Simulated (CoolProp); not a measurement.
A closed Brayton cycle with nitrogen: compressor inlet 327.15 K and 1.5 MPa, high pressure 4.15 MPa, turbine inlet 990 K, compressor efficiency 0.89, turbine efficiency 0.9, recuperator effectiveness 0.8 (on enthalpy, no pinch check). Each further row changes one setting.

Values from CoolProp's reference Helmholtz-energy equation of state, Span 2000.

```csv
case,thermal efficiency (%),net work (kJ/kg),compressor to turbine work,compressor exit (K),turbine exit (K)
as stated,34.9,109,0.54,451.5,782.8
turbine inlet 940 K,…,96.8,0.57,451.5,…
compressor inlet 337.15 K,33.9,105,…,465.1,782.8
high pressure 3.53 MPa,34.0,98.4,…,…,…
recuperator effectiveness 0.5,25.9,109,0.54,451.5,782.8
```

**Question.** Complete the blanks.

**Answer.** 
- turbine inlet 940 K, thermal efficiency (%): 33.3
- turbine inlet 940 K, turbine exit (K): 741.6
- compressor inlet 337.15 K, compressor to turbine work: 0.56
- high pressure 3.53 MPa, compressor to turbine work: 0.52
- high pressure 3.53 MPa, compressor exit (K): 429.3
- high pressure 3.53 MPa, turbine exit (K): 812.7
